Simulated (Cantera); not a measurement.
What does this Cantera script print?

```python
import numpy as np
import cantera as ct

gas_names = """
    H HO2 H2 H2O H2O2 Nb NbO NbO2 O OH O2 O3
""".split()
cond_names = """
    H2O(s) H2O(L) Nb(cr) Nb(L) NbO(s) NbO(L) NbO2(I) NbO2(II) NbO2(III) NbO2(L) Nb2O5(s) Nb2O5(L)
""".split()


def load(file, names, dense=False):
    # The tables refer to 1 bar. Condensed volumes are neglected.
    table = {s.name: s for s in ct.Species.list_from_file(file)}
    out = []
    for n in names:
        d = dict(table[n].input_data)
        d["thermo"] = dict(d["thermo"], **{"reference-pressure": 1e5})
        if dense:
            d["equation-of-state"] = {"model": "constant-volume", "density": "1e6 g/cm^3"}
        out.append(ct.Species.from_dict(d))
    return out


gas = ct.Solution(thermo="ideal-gas", species=load("nasa_gas.yaml", gas_names))
cond = {s.name: ct.Solution(thermo="fixed-stoichiometry", species=[s], name=s.name)
        for s in load("nasa_condensed.yaml", cond_names, dense=True)}
atoms = {
    'Nb2O5': {'Nb': 2, 'O': 5},
    'H2': {'H': 2},
    'H2O': {'H': 2, 'O': 1},
}
top_T = {}  # K; cautious upper limits of use, not melting points


def equilibrate(T, P, feed):
    n = {}
    for name, mol in feed.items():
        for a, k in atoms[name].items():
            n[a] = n.get(a, 0.0) + k * mol
    gas.TPX = T, P, n
    mass = sum(n.values()) * gas.mean_molecular_weight
    gas.equilibrate("TP")
    valid = [c for c in cond.values() if c.min_temp <= T <= top_T.get(c.name, c.max_temp)]
    mix = ct.Mixture([(gas, mass / gas.mean_molecular_weight)] + [(c, 0.0) for c in valid])
    mix.T, mix.P = T, P
    mix.equilibrate("TP", solver="vcs", rtol=1e-11, max_steps=5000)
    return mix


results = []
T = 873  # K
P = 6400  # Pa
for m in [38, 83, 130, 170, 220, 260, 310, 350, 400, 440]:
    feed = {'Nb2O5': 1, 'H2': m, 'H2O': 0.11}  # mol
    mix = equilibrate(T, P, feed)
    results.append((T, P, feed, dict(zip(mix.species_names, mix.species_moles))))
    x = sorted(zip(gas.X, gas.species_names), reverse=True)
    print(f"T = {T:g} K  P = {P:g} Pa  n(H2) = {m:g} mol  gas = {mix.phase_moles(0):.4g} mol")
    print("   x: " + "  ".join(f"{s} {v:.3e}" for v, s in x if v > 1e-06))
    print("   condensed (mol): " + ("  ".join(f"{mix.phase(i).name} {mix.phase_moles(i):.4g}"
          for i in range(1, mix.n_phases) if mix.phase_moles(i) > 1e-12) or "none"))
```

It prints:

```
T = 873 K  P = 6400 Pa  n(H2) = 38 mol  gas = 38.11 mol
   x: H2 9.971e-01  H2O 2.886e-03
   condensed (mol): Nb2O5(s) 1
T = 873 K  P = 6400 Pa  n(H2) = 83 mol  gas = 83.11 mol
   x: H2 9.982e-01  H2O 1.793e-03
   condensed (mol): NbO2(I) 0.0781  Nb2O5(s) 0.9609
T = 873 K  P = 6400 Pa  n(H2) = 130 mol  gas = 130.1 mol
   x: H2 9.982e-01  H2O 1.793e-03
   condensed (mol): NbO2(I) 0.2467  Nb2O5(s) 0.8767
T = 873 K  P = 6400 Pa  n(H2) = 170 mol  gas = 170.1 mol
   x: H2 9.982e-01  H2O 1.793e-03
   condensed (mol): NbO2(I) 0.3902  Nb2O5(s) 0.8049
T = 873 K  P = 6400 Pa  n(H2) = 220 mol  gas = 220.1 mol
   x: H2 9.982e-01  H2O 1.793e-03
   condensed (mol): NbO2(I) 0.5695  Nb2O5(s) 0.7153
T = 873 K  P = 6400 Pa  n(H2) = 260 mol  gas = 260.1 mol
   x: H2 9.982e-01  H2O 1.793e-03
   condensed (mol): NbO2(I) 0.713  Nb2O5(s) 0.6435
T = 873 K  P = 6400 Pa  n(H2) = 310 mol  gas = 310.1 mol
   x: H2 9.982e-01  H2O 1.793e-03
   condensed (mol): NbO2(I) 0.8923  Nb2O5(s) 0.5538
T = 873 K  P = 6400 Pa  n(H2) = 350 mol  gas = 350.1 mol
   x: H2 9.982e-01  H2O 1.793e-03
   condensed (mol): NbO2(I) 1.036  Nb2O5(s) 0.4821
T = 873 K  P = 6400 Pa  n(H2) = 400 mol  gas = 400.1 mol
   x: H2 9.982e-01  H2O 1.793e-03
   condensed (mol): NbO2(I) 1.215  Nb2O5(s) 0.3924
T = 873 K  P = 6400 Pa  n(H2) = 440 mol  gas = 440.1 mol
   x: H2 9.982e-01  H2O 1.793e-03
   condensed (mol): NbO2(I) 1.359  Nb2O5(s) 0.3207
```

Equilibrium computed with Cantera from the NASA thermochemical tables; the gas is ideal and each condensed phase is pure. Condensed phases not in the tables: the oxides between NbO2 and Nb2O5.
